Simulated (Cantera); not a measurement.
Cantera with NASA thermochemical tables; ideal gases at 1 bar, condensed phases pure. Values are per mole of reaction as written; species without (g) are pure solids or liquids, kept so even where they would boil at 1 bar.

4 TiO2 + 2 N(g) = Ti4O7 + N2O(g)

| T (K) | ΔH° (kJ) | ΔS° (J/K) | ΔG° (kJ) | log10 K | condensed phases |
|---|---|---|---|---|---|
| 1900 | -476.1 | -83.8 | -316.9 | 8.71 | TiO2(rutile), Ti4O7(s) |
| 1975 | -247.3 | 33.5 | -313.6 | 8.29 | TiO2(rutile), Ti4O7(l) |
| 2050 | -241.9 | 36.2 | -316.2 | 8.06 | TiO2(rutile), Ti4O7(l) |
| 2125 | (withheld) | (withheld) | (withheld) | (withheld) | TiO2(rutile), Ti4O7(l) |
| 2200 | -504.9 | -87.2 | -313.1 | 7.43 | TiO2(l), Ti4O7(l) |
| 2275 | (withheld) | (withheld) | (withheld) | (withheld) | TiO2(l), Ti4O7(l) |
| 2350 | -506.8 | -88.0 | -300.0 | 6.67 | TiO2(l), Ti4O7(l) |
| 2425 | -507.8 | -88.4 | -293.3 | 6.32 | TiO2(l), Ti4O7(l) |
| 2500 | -508.7 | -88.8 | -286.7 | 5.99 | TiO2(l), Ti4O7(l) |

Problem. Some entries are withheld; supply them.

Solution. 
- 2125, ΔH° (kJ): -236.5
- 2125, ΔS° (J/K): 38.8
- 2125, ΔG° (kJ): -319.0
- 2125, log10 K: 7.84
- 2275, ΔH° (kJ): -505.8
- 2275, ΔS° (J/K): -87.6
- 2275, ΔG° (kJ): -306.5
- 2275, log10 K: 7.04
